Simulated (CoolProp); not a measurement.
Computed with CoolProp (reference Helmholtz-energy equation of state, de Vries 1995).

### Question
For R124, give the phase and the speed of sound (m/s), isothermal compressibility (1/MPa), expansivity (1/kK) at 104.15 °C and 6470 kPa; 104.15 °C and 12900 kPa; 104.15 °C and 14200 kPa.

### Answer
- 104.15 °C and 6470 kPa: liquid; speed of sound 298, isothermal compressibility 0.0164, expansivity 4.79
- 104.15 °C and 12900 kPa: liquid; speed of sound 388, isothermal compressibility 0.00822, expansivity 3.07
- 104.15 °C and 14200 kPa: liquid; speed of sound 402, isothermal compressibility 0.00750, expansivity 2.90
